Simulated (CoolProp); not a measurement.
Vapour-liquid equilibrium of isobutane (1) + isobutene (2) at 243.7 K; x and y are mole fractions of (1).

Computed with CoolProp (multi-fluid Helmholtz-energy mixture model, Bücker 2006 and Lemmon 2005; pair parameters Bell 2016).

```tsv
x	bubble pressure (kPa)	y at the bubble point	dew pressure at overall composition x (kPa)	liquid density (mol/L)
0.05	38.98	0.066	___	11.55
0.15	___	0.188	39.85	11.44
0.25	41.40	0.301	___	11.32
0.35	42.47	0.406	41.91	11.21
0.45	___	0.505	42.92	11.10
0.55	44.39	0.600	43.90	11.00
0.65	45.24	0.692	___	10.89
0.75	46.04	0.782	45.77	___
0.85	46.79	0.869	46.63	10.69
0.95	47.49	0.957	47.44	10.60
```

### Question
Complete the blanks.

### Answer

- 0.05, dew pressure at overall composition x (kPa): 38.82
- 0.15, bubble pressure (kPa): 40.24
- 0.25, dew pressure at overall composition x (kPa): 40.88
- 0.45, bubble pressure (kPa): 43.46
- 0.65, dew pressure at overall composition x (kPa): 44.86
- 0.75, liquid density (mol/L): 10.79

No azeotrope shows between x = 0.05 and 0.95.

The pair parameters rest on a limited set of measurements; away from them the model extrapolates.
